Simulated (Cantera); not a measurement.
A perfectly stirred reactor is fed with C₂H₆ : N₂ = 1 : 4.2 (molar parts), at 20.0 Torr; it is held at 1473 K, and followed from long to short residence time.

Detailed kinetics in Cantera: GRI-Mech 3.0 (53 species, 325 reactions). GRI-Mech 3.0 stops at C3 and has no aromatics, soot or wall deposition, so with more carbon than oxygen in the feed, carbon stays in small species such as C2H2 where larger ones or solid carbon would form. Radical loss at walls, strong at low pressure, is not modelled.

What does this change do: N2 4.2 to 1.5 parts?


| quantity | before | after |
|---|---|---|
| x(C₂H₆) at τ = 1.70 s | 0.000312 | 0.000471 |
| x(CH₄) at τ = 1.70 s | 0.0354 | 0.0630 |
| x(C₂H) at τ = 1.70 s | 1.12e-7 | 1.27e-7 |
| x(CH₃) at τ = 1.70 s | 0.000411 | 0.000510 |
| x(HCN) at τ = 1.70 s | 2.98e-7 | 9.74e-8 |
| x(C₂H₆) at τ = 28.0 ms | 0.0118 | 0.0181 |
| x(CH₄) at τ = 28.0 ms | 0.0691 | 0.130 |
| x(C₂H) at τ = 28.0 ms | 1.57e-7 | 1.86e-7 |
| x(CH₃) at τ = 28.0 ms | 0.00245 | 0.00307 |
| x(HCN) at τ = 28.0 ms | 9.27e-8 | 3.15e-8 |
